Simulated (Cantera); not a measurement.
Cantera run:

```python
import numpy as np
import cantera as ct

gas_names = """
    C CH CH2 CH3 CH2OH CH3O CH4 CH3OH CO CO2 COOH C2 C2H CHCO,ketyl C2H2,acetylene C2H2,vinylidene
    CH2CO,ketene C2H3,vinyl CH3CO,acetyl C2H4 C2H4O,ethylen CH3CHO,ethanal CH3COOH (HCOOH)2 C2H5 C2H6
    CH3OCH3 C2H5OH C2O C3 C3H3,propargyl C3H4,allene C3H4,propyne C3H4,cyclo- C3H5,allyl C3H6,propylene
    C3H6,cyclo- C3H6O C3H7,n-propyl C3H7,i-propyl C3H8 C3H8O,1propanol C3H8O,2propanol C3O2 C4 C4H2
    C4H4,1,3-cyclo- C4H6,butadiene C4H6,2-butyne C4H6,cyclo- C4H8,1-butene C4H8,cis2-buten
    C4H8,tr2-butene C4H8,isobutene C4H8,cyclo- (CH3COOH)2 C4H9,n-butyl C4H9,i-butyl C4H9,s-butyl
    C4H9,t-butyl C4H10,isobutane C4H10,n-butane C5 C5H6,1,3cyclo- C5H8,cyclo- C5H10,1-pentene
    C5H10,cyclo- C5H11,pentyl C5H11,t-pentyl C5H12,n-pentane C5H12,i-pentane CH3C(CH3)2CH3 C6H2
    C6H5,phenyl C6H5O,phenoxy C6H6 C6H5OH,phenol C6H10,cyclo- C6H12,1-hexene C6H12,cyclo- C6H13,n-hexyl
    C7H7,benzyl C7H8 C7H8O,cresol C7H14,1-heptene C7H15,n-heptyl C7H16,n-heptane C8H8,styrene
    C8H10,ethylbenz C8H16,1-octene C8H17,n-octyl C8H18,isooctane C8H18,n-octane C9H19,n-nonyl
    C10H8,naphthale C10H21,n-decyl C12H9,o-bipheny C12H10,bipheny H HCO HO2 H2 HCHO,formaldehy HCOOH H2O
    H2O2 Mg MgH MgO MgOH MgO2H2 Mg2 O OH O2 O3
""".split()
cond_names = """
    C(gr) C6H6(L) C7H8(L) C8H18(L),n-octa H2O(s) H2O(L) Mg(cr) Mg(L) MgCO3(s) MgO(s) MgO(L) MgO2H2(s)
""".split()


def load(file, names, dense=False):
    # The tables refer to 1 bar. Condensed volumes are neglected.
    table = {s.name: s for s in ct.Species.list_from_file(file)}
    out = []
    for n in names:
        d = dict(table[n].input_data)
        d["thermo"] = dict(d["thermo"], **{"reference-pressure": 1e5})
        if dense:
            d["equation-of-state"] = {"model": "constant-volume", "density": "1e6 g/cm^3"}
        out.append(ct.Species.from_dict(d))
    return out


gas = ct.Solution(thermo="ideal-gas", species=load("nasa_gas.yaml", gas_names))
cond = {s.name: ct.Solution(thermo="fixed-stoichiometry", species=[s], name=s.name)
        for s in load("nasa_condensed.yaml", cond_names, dense=True)}
atoms = {
    'MgCO3': {'Mg': 1, 'C': 1, 'O': 3},
    'H2': {'H': 2},
    'CO2': {'C': 1, 'O': 2},
}
top_T = {'C(gr)': 4500}  # K; cautious upper limits of use, not melting points


def equilibrate(T, P, feed):
    n = {}
    for name, mol in feed.items():
        for a, k in atoms[name].items():
            n[a] = n.get(a, 0.0) + k * mol
    gas.TPX = T, P, n
    mass = sum(n.values()) * gas.mean_molecular_weight
    gas.equilibrate("TP")
    valid = [c for c in cond.values() if c.min_temp <= T <= top_T.get(c.name, c.max_temp)]
    mix = ct.Mixture([(gas, mass / gas.mean_molecular_weight)] + [(c, 0.0) for c in valid])
    mix.T, mix.P = T, P
    mix.equilibrate("TP", solver="vcs", rtol=1e-11, max_steps=5000)
    return mix


results = []
feed = {'MgCO3': 1, 'H2': 3, 'CO2': 0.74}  # mol
P = 2300  # Pa
for T in [525, 675, 825, 975, 1125, 1275, 1425, 1575, 1725, 1875, 2025, 2175]:
    mix = equilibrate(T, P, feed)
    results.append((T, P, feed, dict(zip(mix.species_names, mix.species_moles))))
    x = sorted(zip(gas.X, gas.species_names), reverse=True)
    print(f"T = {T:g} K  P = {P:g} Pa  gas = {mix.phase_moles(0):.4g} mol")
    print("   x: " + "  ".join(f"{s} {v:.3e}" for v, s in x if v > 0.001))
    print("   condensed (mol): " + ("  ".join(f"{mix.phase(i).name} {mix.phase_moles(i):.4g}"
          for i in range(1, mix.n_phases) if mix.phase_moles(i) > 1e-12) or "none"))
```

It prints:

```
T = 525 K  P = 2300 Pa  gas = 2.748 mol
   x: H2O 5.555e-01  CH4 2.191e-01  CO2 1.270e-01  H2 9.810e-02
   condensed (mol): C(gr) 0.1609  MgCO3(s) 0.6273  MgO(s) 0.3727
T = 675 K  P = 2300 Pa  gas = 4.061 mol
   x: H2 3.727e-01  CO2 2.763e-01  H2O 2.729e-01  CH4 4.662e-02  CO 3.147e-02
   condensed (mol): C(gr) 0.3009  MgO(s) 1
T = 825 K  P = 2300 Pa  gas = 4.734 mol
   x: H2 4.683e-01  CO2 2.040e-01  H2O 1.642e-01  CO 1.630e-01
   condensed (mol): MgO(s) 1
T = 975 K  P = 2300 Pa  gas = 4.74 mol
   x: H2 4.262e-01  H2O 2.068e-01  CO 2.068e-01  CO2 1.603e-01
   condensed (mol): MgO(s) 1
T = 1125 K  P = 2300 Pa  gas = 4.74 mol
   x: H2 3.955e-01  H2O 2.375e-01  CO 2.375e-01  CO2 1.296e-01
   condensed (mol): MgO(s) 1
T = 1275 K  P = 2300 Pa  gas = 4.74 mol
   x: H2 3.738e-01  CO 2.591e-01  H2O 2.591e-01  CO2 1.080e-01
   condensed (mol): MgO(s) 1
T = 1425 K  P = 2300 Pa  gas = 4.74 mol
   x: H2 3.583e-01  CO 2.746e-01  H2O 2.746e-01  CO2 9.251e-02
   condensed (mol): MgO(s) 1
T = 1575 K  P = 2300 Pa  gas = 4.74 mol
   x: H2 3.469e-01  CO 2.859e-01  H2O 2.859e-01  CO2 8.119e-02
   condensed (mol): MgO(s) 1
T = 1725 K  P = 2300 Pa  gas = 4.742 mol
   x: H2 3.381e-01  CO 2.942e-01  H2O 2.942e-01  CO2 7.274e-02
   condensed (mol): MgO(s) 1
T = 1875 K  P = 2300 Pa  gas = 4.747 mol
   x: H2 3.305e-01  CO 3.003e-01  H2O 3.002e-01  CO2 6.630e-02  H 2.485e-03
   condensed (mol): MgO(s) 0.9994
T = 2025 K  P = 2300 Pa  gas = 4.764 mol
   x: H2 3.217e-01  H2O 3.041e-01  CO 3.038e-01  CO2 6.143e-02  H 7.198e-03
   condensed (mol): MgO(s) 0.9949
T = 2175 K  P = 2300 Pa  gas = 4.822 mol
   x: H2O 3.064e-01  H2 3.055e-01  CO 3.025e-01  CO2 5.837e-02  H 1.779e-02  Mg 6.528e-03  OH 2.397e-03
   condensed (mol): MgO(s) 0.9669
```

Equilibrium computed with Cantera from the NASA thermochemical tables; the gas is ideal and each condensed phase is pure.
